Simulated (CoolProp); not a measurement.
A simple Rankine cycle with ethanol: condensing at 314.15 K, boiler at 4.79 MPa, turbine inlet 539.1 K, turbine efficiency 0.8, pump efficiency 0.7, no recuperator. Each further row changes one setting.

Values from CoolProp's reference Helmholtz-energy equation of state, Schroeder 2014.

```tsv
case	thermal efficiency (%)	net work (kJ/kg)	heat in (kJ/kg)	turbine exit temperature (K)	volume ratio over the turbine
as stated	(withheld)	(withheld)	1200	325.4	196
turbine inlet 559.1 K	24.1	306	1270	(withheld)	194
condensing temperature 306.15 K	24.6	(withheld)	1220	313.2	(withheld)
boiler pressure 3.35 MPa	23.0	286	1240	350.3	(withheld)
turbine efficiency 0.7	20.6	247	1200	(withheld)	211
```

Task: What belongs in the gaps?

Result: 
- as stated, thermal efficiency (%): 23.6
- as stated, net work (kJ/kg): 284
- turbine inlet 559.1 K, turbine exit temperature (K): 352.0
- condensing temperature 306.15 K, net work (kJ/kg): 301
- condensing temperature 306.15 K, volume ratio over the turbine: 289
- boiler pressure 3.35 MPa, volume ratio over the turbine: 134
- turbine efficiency 0.7, turbine exit temperature (K): 348.6
